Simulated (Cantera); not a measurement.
A diamond (100) surface in a fixed gas of H2 with x(CH4) = 0.0078, x(CH3) = 1.1e-05, at 1400 K, 8.25 Torr; coverages are run to steady state.

Computed with Cantera and the Harris–Goodwin 1993 mechanism for the reconstructed diamond (100) surface.

One state of this run: growth (µm/h) = 0.0262; θ c6HH = 0.327; θ c6H* = 0.0598; θ c6*H = 0.547; θ c6** = 0.0655. θ: site fractions in the mechanism's names (c6HH fully hydrogenated, c6H* and c6*H radical sites, c6** diradical, c6HM methylated).

**Question.** Which value of x(H) does it belong to?
A. 0.0015
B. 0.022
C. 0.0001
D. 0.00061

**Answer.** B, 0.022
